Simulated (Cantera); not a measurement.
Feed: 1 mol Al, 15 mol H₂O, 9.3 mol H₂, equilibrated at 2098 K and 0.00133 bar.

Method: chemical equilibrium by Gibbs-energy minimisation in Cantera with the NASA 1993 tables (ideal gas, pure condensed phases). Candidate condensed phases: Al, Al₂O₃, H₂O; 19 gas species. Rates play no part.

Base state: H₂O 0.528, H₂ 0.409, H 0.0539, OH 0.00825, O 0.000776, O₂ 0.000427, AlO₂H 2.17e-5 (mole fractions); condensed: Al₂O₃(s).

Q: What changes in the equilibrium state with this change: temperature from 2098 K to 2150 K?

A: 
| species | before | after |
|---|---|---|
| H₂O | 0.528 | 0.515 |
| H₂ | 0.409 | 0.397 |
| H | 0.0539 | 0.0728 |
| OH | 0.00825 | 0.0122 |
| AlO₂H | 2.17e-5 | 4.16e-5 |
| O | 0.000776 | 0.00157 |
| O₂ | 0.000427 | 0.000865 |
| Al₂O₃(s), mol | 0.500 | 0.499 |
